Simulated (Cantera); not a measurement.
A closed system holds: 1 mol PbI2, 0.71 mol N2, equilibrated at 1727 °C.

Method: chemical equilibrium by Gibbs-energy minimisation in Cantera with the NASA 1993 tables (ideal gas, pure condensed phases). Candidate condensed phases: I2, Pb, PbI2; 9 gas species. The tables' values for PbI4 are old estimates; treat these amounts as uncertain. Kinetics and transport are ignored.

log p: log10 of the partial pressure in bar; nothing condenses.

```tsv
P (Pa)	log p I	log p N2	log p Pb	log p PbI	log p PbI2
0.100	-6.27	-6.72	-6.57	-11.96	-17.86
0.560	-5.52	-5.97	-5.82	-10.47	-15.62
3.20	-4.76	-5.21	-5.06	-8.95	-13.35
18	___	___	___	___	___
100	-3.27	-3.72	-3.57	-5.96	-8.86
560	-2.52	-2.97	-2.83	-4.47	-6.63
3200	-1.78	-2.20	-2.10	-3.00	-4.41
18000	___	___	___	___	___
100000	-0.49	-0.55	-1.13	-0.74	-0.86
```

Question: What belongs in the gaps?

Answer: 
- 18000, log p I: -1.08
- 18000, log p N2: -1.40
- 18000, log p Pb: -1.49
- 18000, log p PbI: -1.70
- 18000, log p PbI2: -2.40
- 18, log p I: -4.01
- 18, log p N2: -4.46
- 18, log p Pb: -4.31
- 18, log p PbI: -7.45
- 18, log p PbI2: -11.10
